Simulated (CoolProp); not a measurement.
A closed Brayton cycle with carbon dioxide: compressor inlet 319.15 K and 9.7 MPa, high pressure 21.2 MPa, turbine inlet 985 K, compressor efficiency 0.8, turbine efficiency 0.85, recuperator effectiveness 0.9 (on enthalpy, no pinch check). Each further row changes one setting.

Computed with CoolProp (reference Helmholtz-energy equation of state, Span 1996).

| case | thermal efficiency (%) | net work (kJ/kg) | compressor to turbine work | compressor exit (K) | turbine exit (K) |
|---|---|---|---|---|---|
| as stated | 32.9 | 91.3 | 0.24 | 363.4 | 884.8 |
| turbine inlet 935 K | ___ | 84.8 | 0.25 | 363.4 | 838.1 |
| compressor inlet 329.15 K | ___ | 81.6 | ___ | 389.8 | 884.8 |
| high pressure 18 MPa | 30.0 | ___ | 0.22 | 353.9 | ___ |
| recuperator effectiveness 0.5 | 17.3 | 91.3 | 0.24 | 363.4 | 884.8 |

Q: Some entries are withheld; supply them.

A: 
- turbine inlet 935 K, thermal efficiency (%): 32.0
- compressor inlet 329.15 K, thermal efficiency (%): 32.3
- compressor inlet 329.15 K, compressor to turbine work: 0.32
- high pressure 18 MPa, net work (kJ/kg): 74.4
- high pressure 18 MPa, turbine exit (K): 905.2
